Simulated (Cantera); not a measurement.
A closed system holds: 1 mol V₂O₃, 520 mol H₂, 19 mol N₂, at 923 K.

These are equilibrium values from Cantera (NASA tables, ideal gas, pure condensed phases), not measurements of a reactor. Candidate condensed phases: H₂O, V, VN, VO, V₂O₃, V₂O₄, V₂O₅; 28 gas species. VN: taken at fixed stoichiometry. Condensed phases not in the tables: the oxides between V₂O₃ and V₂O₅ other than VO₂, V₂N. Kinetics and transport are ignored.

Problem. At 1000000 Pa, list the 4 most abundant gas species with their mole fractions, and the condensed phases.

Solution. H₂ 0.961, N₂ 0.0330, H₂O 0.00458, NH₃ 0.00173. Condensed: VN(s) + V₂O₃(s).
